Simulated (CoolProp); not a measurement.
Saturation properties of octamethylcyclotetrasiloxane (D4) (Tc = 586.5 K, pc = 1.347 MPa, ω = 0.598).

The numbers come from the reference Helmholtz-energy equation of state, Thol 2015 in CoolProp.

| T (K) | p (MPa) | vapour density (kg/m³) | surface tension (mN/m) |
|---|---|---|---|
| 469.2 | 0.1651 | ? | 6.09 |
| 479.4 | 0.2069 | 17.69 | 5.45 |
| 489.7 | 0.2570 | 22.07 | 4.83 |
| 499.9 | 0.3152 | ? | 4.22 |
| 510.2 | ? | 33.75 | 3.62 |
| 520.4 | 0.4626 | 41.49 | 3.05 |
| 530.7 | ? | 51.11 | 2.48 |
| 540.9 | 0.6585 | 63.01 | 1.95 |
| 551.2 | 0.7789 | 78.43 | 1.43 |
| 561.4 | 0.9154 | 98.90 | ? |
| 571.7 | 1.073 | 129.1 | 0.500 |

**Question.** Fill in the missing entries.

**Answer.** 
- 469.2, vapour density (kg/m³): 14.10
- 499.9, vapour density (kg/m³): 27.32
- 510.2, p (MPa): 0.3839
- 530.7, p (MPa): 0.5543
- 561.4, surface tension (mN/m): 0.946

It boils at 448.9 K under 1 atm.

Surface tension comes from a separate correlation (Mulero 2014), older than this fluid's equation and unchecked against measurements.
